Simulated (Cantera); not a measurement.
Input: 1 mol SiO2, 0.46 mol C, 5.2 mol N2, at 190000 Pa.

Points: T (K) = 1398, 1448, 1498, 1548, 1598, 1648, 1698, 1748, 1798.

Cantera's Mixture.equilibrate('TP', solver="vcs", rtol=1e-11, max_steps=5000) on the NASA tables stopped like this:

```
K  P = 190000 Pa  gas = 5.507 mol
   x: N2 9.165e-01  CO 8.350e-02  CO2 3.136e-05  SiO 1.140e-05
   condensed (mol): SiO2(hqz) 0.6932  Si2N2O(s) 0.1534
T = 1648 K  P = 190000 Pa  gas = 5.507 mol
   x: N2 9.164e-01  CO 8.350e-02  SiO 3.564e-05  CO2 3.208e-05
   condensed (mol): SiO2(hqz) 0.6932  Si2N2O(s) 0.1533
T = 1698 K  P = 190000 Pa  gas = 5.507 mol
   x: N2 9.164e-01  CO 8.349e-02  SiO 1.039e-04  CO2 3.278e-05
   condensed (mol): SiO2(L) 0.693  Si2N2O(s) 0.1532
T = 1748 K  P = 190000 Pa  gas = 5.509 mol
   x: N2 9.162e-01  CO 8.347e-02  SiO 2.830e-04  CO2 3.311e-05
   condensed (mol): SiO2(L) 0.6927  Si2N2O(s) 0.1529
ERROR: FAILURE its = 5001!

*******************************************************************************
CanteraError thrown by MultiPhase::equilibrate:
VCS solver failed. Return code: -1
*******************************************************************************
```

What got this run through?

This is not unique; one that fits is The failure is numerical, not chemical. The same input converged with solver="gibbs", rtol=1e-10, max_steps=50000, and the result passed a check of the equilibrium conditions:
```
T = 1398 K  P = 190000 Pa  gas = 5.507 mol
   x: N2 9.165e-01  CO 8.351e-02  CO2 2.835e-05
   condensed (mol): SiO2(hqz) 0.6932  Si2N2O(s) 0.1534
T = 1448 K  P = 190000 Pa  gas = 5.507 mol
   x: N2 9.165e-01  CO 8.351e-02  CO2 2.912e-05
   condensed (mol): SiO2(hqz) 0.6932  Si2N2O(s) 0.1534
T = 1498 K  P = 190000 Pa  gas = 5.507 mol
   x: N2 9.165e-01  CO 8.351e-02  CO2 2.988e-05
   condensed (mol): SiO2(hqz) 0.6932  Si2N2O(s) 0.1534
T = 1548 K  P = 190000 Pa  gas = 5.507 mol
   x: N2 9.165e-01  CO 8.350e-02  CO2 3.063e-05
   condensed (mol): SiO2(hqz) 0.6932  Si2N2O(s) 0.1534
T = 1598 K  P = 190000 Pa  gas = 5.507 mol
   x: N2 9.165e-01  CO 8.350e-02  CO2 3.136e-05  SiO 1.140e-05
   condensed (mol): SiO2(hqz) 0.6932  Si2N2O(s) 0.1534
T = 1648 K  P = 190000 Pa  gas = 5.507 mol
   x: N2 9.164e-01  CO 8.350e-02  SiO 3.564e-05  CO2 3.208e-05
   condensed (mol): SiO2(hqz) 0.6932  Si2N2O(s) 0.1533
T = 1698 K  P = 190000 Pa  gas = 5.507 mol
   x: N2 9.164e-01  CO 8.349e-02  SiO 1.039e-04  CO2 3.278e-05
   condensed (mol): SiO2(L) 0.693  Si2N2O(s) 0.1532
T = 1748 K  P = 190000 Pa  gas = 5.509 mol
   x: N2 9.162e-01  CO 8.347e-02  SiO 2.830e-04  CO2 3.311e-05
   condensed (mol): SiO2(L) 0.6927  Si2N2O(s) 0.1529
T = 1798 K  P = 190000 Pa  gas = 5.512 mol
   x: N2 9.158e-01  CO 8.342e-02  SiO 7.273e-04  CO2 3.341e-05
   condensed (mol): SiO2(L) 0.6919  Si2N2O(s) 0.1521
```

The gas is ideal and each condensed phase is pure. N2 is the only nitrogen source here; it is nearly inert below about 1500 K, so the nitride shown seldom forms there in practice. Mutual solubility and eutectic melting of coexisting phases are not modelled. The tables hold silica as quartz up to 1696 K and as liquid above; real silica turns to tridymite and cristobalite and melts near 1996 K.
